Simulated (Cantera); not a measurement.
What does this Cantera script print?

```python
import numpy as np
import cantera as ct

gas = ct.Solution("gri30.yaml")


def delay(T, t_max=10):
    gas.TPX = T, 100000, {'C3H8': 2.7, 'O2': 7.04, 'N2': 36.6}
    reactor = ct.IdealGasReactor(gas, clone=False)
    net = ct.ReactorNet([reactor])
    net.rtol, net.atol = 1e-8, 1e-16
    while net.time < t_max:
        t_old, T_old = net.time, reactor.T
        net.step()
        if reactor.T > T + 400:  # ignition: a rise of 400 K
            return t_old + (T + 400 - T_old) / (reactor.T - T_old) * (net.time - t_old)
    return np.nan


taus = []
for T in [1300, 1350, 1400, 1450, 1500, 1550, 1600, 1650]:
    taus.append(delay(T))
    print(f"T0 = {T:6g} K   tau = {taus[-1]:.4e} s")
```

Output:

```
T0 =   1300 K   tau = 1.1660e-03 s
T0 =   1350 K   tau = 5.4385e-04 s
T0 =   1400 K   tau = 2.7873e-04 s
T0 =   1450 K   tau = 1.5575e-04 s
T0 =   1500 K   tau = 9.4057e-05 s
T0 =   1550 K   tau = 6.0830e-05 s
T0 =   1600 K   tau = 4.1745e-05 s
T0 =   1650 K   tau = 3.0132e-05 s
```

Cantera simulation using GRI-Mech 3.0 (53 species, 325 reactions); the numbers are that mechanism's predictions, not measurements. GRI-Mech 3.0 was tuned for natural gas; its chemistry of propane as a main component is partial and can be far from experiment.
